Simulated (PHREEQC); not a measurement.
Solution (25 °C): 0.044 mol HCl, 9.2e-05 mol Li2SO4 and 0.0053 mol Na2SO4 per kg of water. Closed to the air; pH follows from the charge balance.

All values are PHREEQC results (ion-association model, wateq4f.dat), not measurements.

pH: 1.46
ionic strength: 0.0531 mol/kgw
total alkalinity: -44.0 meq/kg

```
species  molality  activity   log γ
-------  --------  --------  ------
Cl-        0.0440    0.0356  -0.092
H+         0.0405    0.0345  -0.070
Na+        0.0106   0.00865  -0.086
HSO4-     0.00348   0.00284  -0.088
SO4-2     0.00187  0.000848  -0.343
Li+      0.000183  0.000152  -0.081
NaSO4-    4.45e-5   3.68e-5  -0.083
LiSO4-    6.85e-7   5.63e-7  -0.085
```

No solid was allowed to form. Complexes and solids missing from the database can't appear.
